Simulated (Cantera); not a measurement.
Input: 1 mol CaO, 1.4 mol HBr, 9.5 mol H₂, equilibrated at 1625 K and 1.33 mbar.

Cantera equilibrium calculation (NASA polynomials, part measured and part estimated; ideal gas, pure solids and liquids). Candidate condensed phases: Br₂, Ca, CaBr₂, CaO, Ca(OH)₂, H₂O; 19 gas species. Kinetics and transport are ignored.

Base state: H₂ 0.870, H₂O 0.0474, CaBr₂ 0.0473, HBr 0.0294, Br 0.00395, H 0.00180, CaBr 2.14e-5 (mole fractions); condensed: CaO(s).

**Question.** What changes in the equilibrium state with this change: temperature from 1625 K to 1023.15 K?

**Answer.** 
```tsv
species	before	after
H₂	0.870	0.923
H₂O	0.0474	0.0594
HBr	0.0294	0.0172
CaBr₂	0.0473	0.000657
CaBr	2.14e-5	<1e-9
H	0.00180	1.09e-7
Br	0.00395	2.86e-6
CaO(s), mol	0.482	0.389
CaBr₂(l), mol	0	0.605
```
Mutual solubility and eutectic melting of coexisting phases are not modelled.
